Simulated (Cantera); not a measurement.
# Adiabatic ignition

An adiabatic, constant-pressure homogeneous reactor starts with CH₃OH : O₂ : N₂ = 1 : 1.76 : 6.64 (molar parts), equivalence ratio 0.85, at 1250 K and 310000 Pa.

Model: GRI-Mech 3.0 (53 species, 325 reactions), integrated in Cantera. GRI-Mech 3.0 was tuned for natural gas; its chemistry of methanol as a main component is partial and can be far from experiment.

| t (s) | T (K) | x CH₃OH | x O₂ | x CO₂ | x CH₄ | x CH₂ | x H₂O | x C₂H₄ |
|---|---|---|---|---|---|---|---|---|
| 2.00e-6 | 1250 | 0.106 | 0.187 | 7.51e-9 | 3.43e-9 | 2.15e-10 | 1.01e-7 | <1e-12 |
| 4.31e-6 | 1250 | 0.106 | 0.187 | 1.63e-8 | 1.47e-8 | 2.15e-10 | 2.20e-7 | <1e-12 |
| 9.28e-6 | 1250 | 0.106 | 0.187 | 3.52e-8 | 5.84e-8 | 2.15e-10 | 4.78e-7 | <1e-12 |
| 2.00e-5 | 1250 | 0.106 | 0.187 | 7.60e-8 | 2.02e-7 | 2.15e-10 | 1.04e-6 | 1.76e-12 |
| 4.31e-5 | 1250 | 0.106 | 0.187 | 1.64e-7 | 5.76e-7 | 2.15e-10 | 2.26e-6 | 6.09e-12 |
| 9.28e-5 | 1250 | 0.106 | 0.187 | 3.53e-7 | 1.40e-6 | 2.15e-10 | 5.01e-6 | 1.58e-11 |
| 0.000200 | 1250 | 0.106 | 0.187 | 7.62e-7 | 3.08e-6 | 2.15e-10 | 1.23e-5 | 3.49e-11 |
| 0.000431 | 1250 | 0.106 | 0.187 | 1.65e-6 | 6.38e-6 | 2.15e-10 | 4.33e-5 | 7.00e-11 |
| 0.000928 | 1251 | 0.106 | 0.187 | 3.69e-6 | 1.23e-5 | 2.18e-10 | 0.000318 | 1.31e-10 |
| 0.00200 | 2640 | <1e-12 | 0.0333 | 0.0804 | <1e-12 | <1e-12 | 0.184 | <1e-12 |
| 0.00431 | 2631 | <1e-12 | 0.0307 | 0.0804 | <1e-12 | <1e-12 | 0.184 | <1e-12 |
| 0.00928 | 2627 | <1e-12 | 0.0295 | 0.0804 | <1e-12 | <1e-12 | 0.184 | <1e-12 |
| 0.0200 | 2627 | <1e-12 | 0.0294 | 0.0804 | <1e-12 | <1e-12 | 0.184 | <1e-12 |
| 0.0431 | 2627 | <1e-12 | 0.0294 | 0.0804 | <1e-12 | <1e-12 | 0.184 | <1e-12 |
| 0.0928 | 2627 | <1e-12 | 0.0294 | 0.0804 | <1e-12 | <1e-12 | 0.184 | <1e-12 |
| 0.200 | 2627 | <1e-12 | 0.0294 | 0.0804 | <1e-12 | <1e-12 | 0.184 | <1e-12 |
x: mole fraction; the columns are a selection and need not sum to one.

- time of steepest temperature rise = 1.72 ms
- temperature at 0.200 s = 2627 K
- equilibrium temperature = 2627 K
- x(CH₃OH) at 0.200 s = <1e-12 (gas-phase equilibrium <1e-12)
- x(O₂) at 0.200 s = 0.0294 (gas-phase equilibrium 0.0294)
- x(CO₂) at 0.200 s = 0.0804 (gas-phase equilibrium 0.0804)
